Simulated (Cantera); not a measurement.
## Reactions in the system Fe-H-O

Source: NASA polynomial tables (part measured, part estimated), evaluated in Cantera. Values are per mole of reaction as written; species without (g) are pure solids or liquids, kept so even where they would boil at 1 bar.

2 Fe2O3 + 6 H(g) = 3 Fe(OH)2 + Fe

| T (K) | ΔH° (kJ) | ΔS° (J/K) | ΔG° (kJ) | log10 K | condensed phases |
|---|---|---|---|---|---|
| 1075 | -1405.6 | -615.8 | -743.7 | 36.14 | Fe2O3(s), Fe(OH)2(s), Fe(α) |
| 1100 | -1405.5 | -615.6 | -728.3 | 34.58 | Fe2O3(s), Fe(OH)2(s), Fe(α) |
| 1125 | -1405.5 | -615.6 | -712.9 | 33.10 | Fe2O3(s), Fe(OH)2(s), Fe(α) |
| 1150 | -1405.6 | -615.7 | -697.5 | 31.68 | Fe2O3(s), Fe(OH)2(s), Fe(α) |
| 1175 | -1405.6 | -615.7 | -682.1 | 30.32 | Fe2O3(s), Fe(OH)2(s), Fe(α) |
| 1200 | -1404.8 | -615.0 | -666.8 | 29.02 | Fe2O3(s), Fe(OH)2(s), Fe(γ) |
| 1225 | -1404.8 | -615.1 | -651.4 | 27.77 | Fe2O3(s), Fe(OH)2(s), Fe(γ) |
| 1250 | -1404.9 | -615.1 | -636.0 | 26.58 | Fe2O3(s), Fe(OH)2(s), Fe(γ) |
| 1275 | -1404.9 | -615.1 | -620.6 | 25.43 | Fe2O3(s), Fe(OH)2(s), Fe(γ) |
| 1300 | -1404.8 | -615.1 | -605.3 | 24.32 | Fe2O3(s), Fe(OH)2(s), Fe(γ) |
